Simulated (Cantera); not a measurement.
What does this Cantera script print?

```python
import numpy as np
import cantera as ct

gas_names = """
    Br Br2 Ca CaBr CaBr2 CaO CaOH CaO2H2 Ca2 H HBr HO2 H2 H2O H2O2 O OH O2 O3
""".split()
cond_names = """
    Br2(cr) Br2(L) Ca(a) Ca(b) Ca(L) CaBr2(s) CaBr2(L) CaO(s) CaO(L) CaO2H2(s) H2O(s) H2O(L)
""".split()


# ... load() reads the species with a 1 bar reference pressure and builds the phases ...
atoms = {
    'CaO': {'Ca': 1, 'O': 1},
    'HBr': {'H': 1, 'Br': 1},
}
top_T = {}  # K; cautious upper limits of use, not melting points


# ... equilibrate(T, P, feed) seeds the gas with the atoms and calls Mixture.equilibrate('TP', solver="vcs", rtol=1e-11, max_steps=5000) ...
results = []
feed = {'CaO': 1, 'HBr': 2.3}  # mol
P = 1600  # Pa
for T in [700, 800, 900, 1000, 1100, 1200, 1300, 1400, 1500, 1600, 1700]:
    mix = equilibrate(T, P, feed)
    results.append((T, P, feed, dict(zip(mix.species_names, mix.species_moles))))

top = {s: max(r[3][s] / sum(r[3][g] for g in gas_names) for r in results) for s in gas_names}
cols = sorted((s for s in top if top[s] > 0.001), key=lambda s: -top[s])[:6]
seen = [c for c in cond_names if any(r[3].get(c, 0) > 1e-12 for r in results)]
print("log10 of partial pressures in bar; condensed amounts in mol")
print(f"{'T/K':>10s}" + "".join(f"{s[:9]:>10s}" for s in cols + seen))
for T, P, feed, n in results:
    ng = sum(n[g] for g in gas_names)
    print(f"{T:10.4g}" + "".join(f"{np.log10(max(n[s] / ng * P / 1e5, 1e-99)):10.3f}" for s in cols)
          + "".join(f"{n.get(c, 0):10.4g}" for c in seen))
```

Result:

```
log10 of partial pressures in bar; condensed amounts in mol
       T/K       H2O     CaBr2       HBr        Br        H2  CaBr2(s)  CaBr2(L)    CaO(s)
       700    -1.910   -12.838    -2.433    -7.836    -6.797         1         0         0
       800    -1.910   -10.130    -2.433    -6.695    -6.264         1         0         0
       900    -1.910    -8.040    -2.433    -5.834    -5.789         1         0         0
      1000    -1.910    -6.381    -2.434    -5.181    -5.335         1         0         0
      1100    -1.910    -5.156    -2.436    -4.672    -4.912         0    0.9994         0
      1200    -1.912    -4.174    -2.442    -4.262    -4.536         0    0.9945         0
      1300    -1.923    -3.360    -2.461    -3.928    -4.216         0    0.9634         0
      1400    -2.025    -2.677    -2.391    -3.586    -3.879         0     0.727   0.06461
      1500    -2.256    -2.256    -2.378    -3.321    -3.618         0         0     0.191
      1600    -2.249    -2.249    -2.440    -3.138    -3.437         0         0    0.1707
      1700    -2.249    -2.249    -2.501    -2.980    -3.280         0         0    0.1627
```

Equilibrium computed with Cantera from the NASA thermochemical tables; the gas is ideal and each condensed phase is pure. Mutual solubility and eutectic melting of coexisting phases are not modelled.
